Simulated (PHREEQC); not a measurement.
Make-up at 67 °C: 0.0013 mol NaHCO3, 0.16 mol KOH and 0.069 mol KCl per kg of water. Closed to the air; pH follows from the charge balance.

The numbers come from PHREEQC with the ion-association model, wateq4f.dat.

Problem. The ionic strength comes out as 0.232 mol/kgw. What activity coefficients do HCO3-, CO3-2, Cl-, Na+, NaCO3- get?

Solution. HCO3- 0.72, CO3-2 0.27, Cl- 0.68, Na+ 0.72, NaCO3- 0.72.

Precipitation was switched off in this run. Species that the database lacks are ignored. Away from 25 °C the constants follow the database's enthalpies or fits; those with neither stay at their 25 °C values.
